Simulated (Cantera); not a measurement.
Feed: 1 mol B₂H₆, 1.5 mol H₂O, 0.15 mol N₂, equilibrated at 1500 K and 10.0 Torr.

Cantera equilibrium calculation (NASA polynomials, part measured and part estimated; ideal gas, pure solids and liquids). Candidate condensed phases: B, BN, B₂O₃, B₃O₃H₃, H₂O; 39 gas species. The feed counts by its element totals alone. Mutual solubility and eutectic melting of coexisting phases are not modelled. Equilibrium is a limit: real reactors are often held back by kinetics, nucleation or transport.

Base state: H₂ 0.959, HBO 0.0303, B₂O₂ 0.00715, B₂O₃ 0.00163, HBO₂ 0.000761, B₃O₃H₃ 0.000747, H 0.000149, BO 0.000123 (mole fractions); condensed: B(s) + BN(s) + B₂O₃(l).

### Question
What changes in the equilibrium state with this change: temperature from 1500 K to 2075 K?

### Answer
| species | before | after |
|---|---|---|
| H₂ | 0.959 | 0.736 |
| HBO | 0.0303 | 0.122 |
| B₂O₂ | 0.00715 | 0.0492 |
| BO | 0.000123 | 0.0443 |
| N₂ | 4.09e-7 | 0.0260 |
| H | 0.000149 | 0.0198 |
| B | <1e-9 | 3.33e-5 |
| B₃O₃H₃ | 0.000747 | 6.87e-8 |
| B₂O | 3.17e-7 | 0.000782 |
| B(s), mol | 0.629 | 0.490 |
| BN(s), mol | 0.300 | 0.0107 |
| B₂O₃(l), mol | 0.418 | 0 |
The tables' values for BH₂ are old estimates; treat these amounts as uncertain.

### Question
What changes in the equilibrium state with this change: N₂ from 0.15 to 11 mol?

### Answer
```tsv
species	before	after
N₂	4.09e-7	0.696
H₂	0.959	0.295
HBO₂	0.000761	0.00462
HBO	0.0303	0.00154
B₃O₃H₃	0.000747	9.77e-8
B₂O₂	0.00715	5.99e-5
H₂O	1.31e-5	0.000483
B(s), mol	0.629	0
BN(s), mol	0.300	1.02
B₂O₃(l), mol	0.418	0.418
```

### Question
What changes in the equilibrium state with this change: temperature from 1500 K to 1348 K?

### Answer
```json
[
 {"species": "H₂", "before": "0.959", "after": "0.994"},
 {"species": "HBO", "before": "0.0303", "after": "0.00490"},
 {"species": "B₃O₃H₃", "before": "0.000747", "after": "0.000799"},
 {"species": "B₂O₂", "before": "0.00715", "after": "0.000285"},
 {"species": "BO", "before": "0.000123", "after": "3.26e-6"},
 {"species": "B₂O₃", "before": "0.00163", "after": "5.01e-5"},
 {"species": "HBO₂", "before": "0.000761", "after": "8.35e-5"},
 {"species": "B(s), mol", "before": "0.629", "after": "0.688"},
 {"species": "BN(s), mol", "before": "0.300", "after": "0.300"},
 {"species": "B₂O₃(l), mol", "before": "0.418", "after": "0.488"}
]
```
N₂ is the only nitrogen source here; it is nearly inert below about 1500 K, so the nitride shown seldom forms there in practice.
